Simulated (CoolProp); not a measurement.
Saturation properties of propylene (Tc = 364.2 K, pc = 4.555 MPa, ω = 0.146).

Computed with CoolProp (reference Helmholtz-energy equation of state, Lemmon 2013).

```json
[
 {"T (K)": "245.6", "p (MPa)": "0.2323", "liquid density (kg/m³)": "584.5", "enthalpy of vaporisation (kJ/kg)": "415.4", "vapour Z": "0.9355", "surface tension (mN/m)": "13.9", "liquid viscosity (µPa s)": "158"},
 {"T (K)": "252.1", "p (MPa)": "[?]", "liquid density (kg/m³)": "575.8", "enthalpy of vaporisation (kJ/kg)": "407.1", "vapour Z": "0.9239", "surface tension (mN/m)": "13.0", "liquid viscosity (µPa s)": "148"},
 {"T (K)": "258.6", "p (MPa)": "0.3686", "liquid density (kg/m³)": "566.9", "enthalpy of vaporisation (kJ/kg)": "398.5", "vapour Z": "0.9111", "surface tension (mN/m)": "12.1", "liquid viscosity (µPa s)": "138"},
 {"T (K)": "265.1", "p (MPa)": "0.4558", "liquid density (kg/m³)": "557.8", "enthalpy of vaporisation (kJ/kg)": "389.4", "vapour Z": "0.8971", "surface tension (mN/m)": "11.3", "liquid viscosity (µPa s)": "130"},
 {"T (K)": "271.6", "p (MPa)": "[?]", "liquid density (kg/m³)": "548.4", "enthalpy of vaporisation (kJ/kg)": "379.9", "vapour Z": "0.8817", "surface tension (mN/m)": "10.4", "liquid viscosity (µPa s)": "122"},
 {"T (K)": "278.1", "p (MPa)": "0.6752", "liquid density (kg/m³)": "538.7", "enthalpy of vaporisation (kJ/kg)": "369.9", "vapour Z": "0.8650", "surface tension (mN/m)": "[?]", "liquid viscosity (µPa s)": "115"},
 {"T (K)": "284.6", "p (MPa)": "0.8103", "liquid density (kg/m³)": "528.6", "enthalpy of vaporisation (kJ/kg)": "359.3", "vapour Z": "0.8468", "surface tension (mN/m)": "8.68", "liquid viscosity (µPa s)": "108"},
 {"T (K)": "291.1", "p (MPa)": "0.9643", "liquid density (kg/m³)": "518.2", "enthalpy of vaporisation (kJ/kg)": "348.0", "vapour Z": "0.8270", "surface tension (mN/m)": "7.84", "liquid viscosity (µPa s)": "102"}
]
```

Problem. Complete the blanks.

Solution. 
- 252.1, p (MPa): 0.2945
- 271.6, p (MPa): 0.5575
- 278.1, surface tension (mN/m): 9.52

It boils at 225.5 K under 1 atm.

Viscosity comes from a separate model (Huber 2003), an estimate that may be off by 10 % or more. Surface tension comes from a separate correlation (Mulero 2012).
